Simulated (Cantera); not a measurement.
A perfectly stirred reactor is fed with CH₄ : CO₂ : H₂ = 1 : 0.75 : 0.16 (molar parts), at 4.00 bar; it is held at 2023 K, and followed from long to short residence time.

Cantera simulation using GRI-Mech 3.0 (53 species, 325 reactions); the numbers are that mechanism's predictions, not measurements.

One state of this run: x CH₄ = 0.00479; x CO₂ = 0.000561; x H₂ = 0.548; x CO = 0.409; x CH₃ = 0.000122. x: mole fraction; the columns are a selection and need not sum to one.

Question: Which value of τ (s) does it belong to?
(A) 0.29
(B) 1.6
(C) 0.00027
(D) 0.050

Answer: B, 1.6
